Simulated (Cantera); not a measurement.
Feed: 1 mol TEOS, 0.64 mol N2O, 120 mol N2, at 1398.15 K and 13.3 mbar.

Cantera equilibrium calculation (NASA polynomials, part measured and part estimated; ideal gas, pure solids and liquids). Candidate condensed phases: C, C6H6, C7H8, C8H18, H2O, Si, SiC, SiO2, Si2N2O, Si3N4; 151 gas species. The feed counts by its element totals alone. Rates play no part.

Question: What is the equilibrium state?

Answer: 
```json
{
 "x(N2)": "0.895",
 "x(H2)": "0.0744",
 "x(CO)": "0.0308",
 "x(HCN)": "0.000126",
 "x(H)": "1.12e-5",
 "x(SiO)": "4.10e-6",
 "x(HNC)": "1.49e-6",
 "n(C(graphite))": "3.84 mol",
 "n(Si2N2O(s))": "0.500 mol",
 "gas_amount": "134.3 mol",
 "log10 activity of Si(s) (absent)": "-3.29"
}
```
